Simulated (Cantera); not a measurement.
Feed: 1 mol Si, 2.3 mol Cl2, 15 mol H2, 0.75 mol HCl, held at 1425 K and 0.100 bar.

These are equilibrium values from Cantera (NASA tables, ideal gas, pure condensed phases), not measurements of a reactor. Candidate condensed phases: Si; 19 gas species. The tables' values for SiCl3 are old estimates; treat these amounts as uncertain. Equilibrium is a limit: real reactors are often held back by kinetics, nucleation or transport.

Task: What is the equilibrium state?

Result: 
```
Quantity                             Result
--------------------------------  ---------
x(H2)                                 0.783
x(HCl)                                0.161
x(SiCl2)                             0.0363
x(SiCl3)                            0.00863
x(SiCl4)                            0.00808
x(SiHCl3)                           0.00308
x(SiH2Cl2)                         0.000179
x(H)                                1.91e-5
x(Cl)                               3.21e-6
gas amount                        17.77 mol
log10 activity of Si(s) (absent)      -0.44
```
